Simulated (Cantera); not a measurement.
Equilibrium for iron carbonyl, mercury and lead vapours: Fe(CO)₅ + CO + H₂

Input: 1 mol Fe(CO)₅, 9.8 mol CO, 0.3 mol H₂, at 0.130 bar.

Method: chemical equilibrium by Gibbs-energy minimisation in Cantera with the NASA 1993 tables (ideal gas, pure condensed phases). Candidate condensed phases: C, C₆H₆, C₇H₈, C₈H₁₈, Fe, Fe(CO)₅, FeO, Fe(OH)₂, Fe(OH)₃, Fe₂O₃, Fe₃O₄, H₂O; 114 gas species. Iron dissolves carbon and melts from about 1420 K in contact with it, which pure phases cannot show. Condensed phases not in the tables: cementite and carbon dissolved in iron. The numbers say what is thermodynamically allowed, not how fast it happens.

From 702 °C to 852 °C the condensed part is C(graphite) + Fe(α). From 927 °C to 1152 °C the condensed part is C(graphite) + Fe(γ). At 1227 °C the condensed part is Fe(γ).

```tsv
T (°C)	log p CO	log p CO₂	log p H₂	log p H₂O	log p H	log p CH₄	log p Fe	n C(graphite)	n Fe(α)	n Fe(γ)
702	-0.94	-1.90	-2.58	-3.74	-10.23	-6.05	<-12	1.35	1.00	0
777	-0.91	-2.48	-2.59	-4.23	-9.38	-6.42	-12.81	0.379	1.00	0
852	-0.90	-3.03	-2.59	-4.68	-8.65	-6.72	-11.47	0.110	1.00	0
927	-0.90	-3.52	-2.59	-5.07	-8.00	-6.98	-10.30	0.0364	0	1.00
1002	-0.90	-3.94	-2.59	-5.42	-7.43	-7.21	-9.28	0.0136	0	1.00
1077	-0.89	-4.33	-2.59	-5.72	-6.92	-7.42	-8.37	0.00571	0	1.00
1152	-0.89	-4.66	-2.59	-6.00	-6.46	-7.60	-7.55	0.00263	0	1.000
1227	-0.89	-4.97	-2.59	-6.25	-6.05	-7.77	-6.82	0	0	1.000
```
log p: log10 of the partial pressure in bar; n: condensed amount in mol.
